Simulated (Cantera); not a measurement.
Cantera run, input and output.

```python
import numpy as np
import cantera as ct

gas = ct.Solution("h2o2.yaml")
gas.TPX = 423, 430000, {'H2': 1, 'O2': 0.278, 'N2': 1.19}
flame = ct.FreeFlame(gas, width=0.014)
flame.set_refine_criteria(ratio=3, slope=0.08, curve=0.16)
flame.transport_model = "mixture-averaged"
flame.solve(loglevel=0, auto=True)
flame.transport_model = "multicomponent"
flame.soret_enabled = False
flame.solve(loglevel=0, refine_grid=True)
z, T = flame.grid, flame.T
thick = (T[-1] - T[0]) / np.gradient(T, z).max()
show = ['H2', 'O2', 'O', 'H2O2', 'HO2', 'H2O']
print(f"laminar burning velocity  {flame.velocity[0] * 100:.3f} cm/s")
print(f"burnt temperature         {T[-1]:.1f} K")
print(f"thermal thickness         {thick * 1e3:.4f} mm")
print(f"grid points               {len(z)}")
z0 = z[flame.heat_release_rate.argmax()]
print(f"{'z/mm':>9s}{'T/K':>9s}{'u/(m/s)':>9s}" + "".join(f"{s:>11s}" for s in show))
rows = []
for k in (-3, -2, -1.5, -1, -0.5, -0.25, 0, 0.25, 0.5, 1, 2, 4, 8):
    zz = z0 + k * thick
    rows.append([k * thick, np.interp(zz, z, T), np.interp(zz, z, flame.velocity),
                 *(np.interp(zz, z, flame.X[gas.species_index(s)]) for s in show)])
    print(f"{rows[-1][0] * 1e3:9.3f}{rows[-1][1]:9.1f}{rows[-1][2]:9.3f}" + "".join(f"{x:11.3e}" for x in rows[-1][3:]))
```

It prints:

```
laminar burning velocity  436.880 cm/s
burnt temperature         2138.2 K
thermal thickness         0.0600 mm
grid points               111
     z/mm      T/K  u/(m/s)         H2         O2          O       H2O2        HO2        H2O
   -0.180    423.0    4.369  4.052e-01  1.126e-01  7.894e-12  4.651e-12  7.744e-11  9.811e-10
   -0.120    423.0    4.369  4.052e-01  1.126e-01  2.650e-10  2.395e-10  3.749e-09  3.955e-08
   -0.090    423.1    4.369  4.051e-01  1.127e-01  3.505e-09  4.728e-09  7.237e-08  6.504e-07
   -0.060    424.6    4.380  4.043e-01  1.128e-01  5.317e-08  1.220e-07  1.831e-06  1.325e-05
   -0.030    492.4    4.994  3.917e-01  1.136e-01  7.515e-06  3.183e-05  4.655e-04  2.628e-03
   -0.015    814.1    8.006  3.538e-01  1.041e-01  2.038e-04  9.403e-05  6.898e-04  3.129e-02
    0.000   1221.8   11.708  2.913e-01  7.648e-02  1.259e-03  2.831e-05  2.939e-04  9.464e-02
    0.015   1510.1   14.293  2.300e-01  3.980e-02  2.194e-03  4.066e-06  1.325e-04  1.667e-01
    0.030   1670.2   15.723  1.952e-01  1.587e-02  1.774e-03  1.811e-06  5.050e-05  2.125e-01
    0.060   1806.4   16.907  1.797e-01  2.441e-03  8.590e-04  8.589e-07  7.439e-06  2.396e-01
    0.120   1911.7   17.783  1.832e-01  3.356e-04  4.550e-04  4.246e-07  1.171e-06  2.458e-01
    0.240   1997.3   18.474  1.891e-01  1.301e-04  2.162e-04  2.070e-07  5.110e-07  2.487e-01
    0.480   2059.6   18.963  1.936e-01  5.047e-05  8.412e-05  9.353e-08  2.139e-07  2.510e-01
```

Model: the H2/O2 subset of GRI-Mech 3.0, which has no nitrogen chemistry, integrated in Cantera. The hydrogen kinetics of GRI-Mech 3.0 are dated; newer H2 mechanisms differ, most at raised pressure. Burning velocities carry a grid error of a few per cent, more on coarse grids.
